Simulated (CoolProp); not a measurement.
The fluid at 288.22 K and 2.9 MPa flows at 9.3 m/s in a round tube of 2 mm bore and 15 µm roughness, fully developed (64/Re and Nu = 3.66 if laminar; Colebrook and Gnielinski if turbulent). The same conditions are run with several fluids, on thermodynamics alone (safety and materials aside).

Computed with CoolProp (reference Helmholtz-energy equation of state of each fluid (C3F8 (R218): Lemmon 2006; R407C: Lemmon 2003; n-octane: Beckmüller 2019; water: Wagner 2002; propylene: Lemmon 2013)). Blends and air are pseudo-pure fits.

### Question
Rank C3F8 (R218), R407C, n-octane, water, propylene by Reynolds number, highest first.

### Answer
R407C (124000), C3F8 (R218) (123000), propylene (91200), n-octane (22100), water (16400)

```csv
fluid,Darcy friction factor,pressure drop (Pa/m),heat-transfer coefficient (W/(m² K)),mass flow (kg/h)
C3F8 (R218),0.0351,1070000,24900,148
R407C,0.0351,902000,37700,125
n-octane,0.0375,574000,15400,74.6
water,0.0384,831000,48100,105
propylene,0.0353,403000,33200,55.6
```

Transport values come from each fluid's own correlations; those of C3F8 (R218), propylene are estimates that may be off by 10 % or more.
